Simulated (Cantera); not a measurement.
A diamond (100) surface in a fixed gas of H2 with x(CH4) = 0.0032, x(H) = 0.0024, x(CH3) = 0.00068, 0.128 atm; coverages are run to steady state.

Cantera simulation using the Harris–Goodwin 1993 mechanism for the reconstructed diamond (100) surface; the numbers are that mechanism's predictions, not measurements.

One state of this run: growth (µm/h) = 41.3; θ c6HH = 0.450; θ c6H* = 0.0306; θ c6*H = 0.432; θ c6** = 0.0193; θ c6HM = 0.0419. θ: site fractions in the mechanism's names (c6HH fully hydrogenated, c6H* and c6*H radical sites, c6** diradical, c6HM methylated).

### Question
Which value of T (K) does it belong to?
(A) 1200
(B) 1150
(C) 1000
(D) 1250

### Answer
B, 1150
